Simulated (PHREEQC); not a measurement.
Synthetic water in mg/L, 25 °C, pH 2.68, pe 11.9:

| constituent | mg/L |
|---|---|
| Na | 128 |
| K | 525 |
| Ca | 138 |
| Mg | 12 |
| Cl | 252 |
| S(6) as SO4 | 1220 |
| P as PO4 | 0.293 |

Na is adjusted to close the charge balance.
Valence states are taken as typed.

The numbers come from PHREEQC with the ion-association model, wateq4f.dat.

Each row changes one thing in this solution. This is a speciation only: nothing precipitates in the calculation.

```tsv
case	ionic strength (mol/kgw)	K+ (mol/kgw)	SO4-2 (mol/kgw)	Ca+2 (mol/kgw)	HSO4- (mol/kgw)	Mg+2 (mol/kgw)	SI of Gypsum (CaSO4:2H2O)	SI of Epsomite (MgSO4:7H2O)
as made	0.0406	0.0130	0.00968	0.00234	0.00115	0.000317	-0.68	-3.98
S(6) from 1220 to 2440 mg/L	0.0729	0.0128	___	___	0.00208	0.000271	-0.57	-3.88
Mg from 12 to 6 mg/L	0.0406	0.0130	0.00975	0.00234	0.00116	0.000158	-0.68	-4.28
all concentrations times 3 at the same typed pH	0.116	0.0382	0.0270	0.00608	0.00254	0.000802	-0.08	-3.39
```

Task: What belongs in the gaps?

Result: 
- S(6) from 1220 to 2440 mg/L, SO4-2 (mol/kgw): 0.0198
- S(6) from 1220 to 2440 mg/L, Ca+2 (mol/kgw): 0.00204

Complexes and solids missing from the database can't appear. H3PO4, which wateq4f.dat lacks, is added to it with the constant of phreeqc.dat.
